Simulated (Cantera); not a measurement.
An isothermal, constant-pressure homogeneous reactor starts with 60.6 % NO, 39.4 % N2, at 2125 K and 6800 Pa.

Detailed kinetics in Cantera: GRI-Mech 3.0 (53 species, 325 reactions).

x: mole fraction; the columns are a selection and need not sum to one.

```json
[
 {"t (s)": "0.000300", "x NO": "0.606", "x N2O": "1.94e-5", "x NO2": "4.77e-7", "x N2": "0.394", "x O2": "3.47e-7", "x O": "___"},
 {"t (s)": "0.000793", "x NO": "0.606", "x N2O": "4.69e-5", "x NO2": "2.47e-6", "x N2": "0.394", "x O2": "2.56e-6", "x O": "___"},
 {"t (s)": "0.00210", "x NO": "0.606", "x N2O": "9.88e-5", "x NO2": "9.80e-6", "x N2": "0.394", "x O2": "2.09e-5", "x O": "___"},
 {"t (s)": "0.00554", "x NO": "0.605", "x N2O": "0.000152", "x NO2": "2.70e-5", "x N2": "0.394", "x O2": "0.000186", "x O": "___"},
 {"t (s)": "0.0147", "x NO": "0.602", "x N2O": "0.000156", "x NO2": "4.26e-5", "x N2": "0.395", "x O2": "0.00126", "x O": "___"},
 {"t (s)": "0.0387", "x NO": "0.595", "x N2O": "0.000147", "x NO2": "5.05e-5", "x N2": "0.399", "x O2": "0.00499", "x O": "___"},
 {"t (s)": "0.102", "x NO": "0.573", "x N2O": "0.000131", "x NO2": "6.50e-5", "x N2": "0.410", "x O2": "0.0156", "x O": "___"},
 {"t (s)": "0.271", "x NO": "0.512", "x N2O": "9.66e-5", "x NO2": "8.93e-5", "x N2": "0.440", "x O2": "0.0459", "x O": "___"},
 {"t (s)": "0.715", "x NO": "0.353", "x N2O": "4.04e-5", "x NO2": "9.96e-5", "x N2": "0.520", "x O2": "0.125", "x O": "___"},
 {"t (s)": "1.89", "x NO": "0.117", "x N2O": "4.04e-6", "x NO2": "4.61e-5", "x N2": "0.638", "x O2": "0.243", "x O": "0.00316"},
 {"t (s)": "5.00", "x NO": "0.0214", "x N2O": "2.48e-7", "x NO2": "9.28e-6", "x N2": "0.685", "x O2": "0.290", "x O": "___"}
]
```

**Question.** Some entries are withheld; supply them.

**Answer.** 
- 0.000300, x O: 2.11e-5
- 0.000793, x O: 5.86e-5
- 0.00210, x O: 0.000172
- 0.00554, x O: 0.000472
- 0.0147, x O: 0.000818
- 0.0387, x O: 0.000945
- 0.102, x O: 0.00115
- 0.271, x O: 0.00159
- 0.715, x O: 0.00236
- 5.00, x O: 0.00343
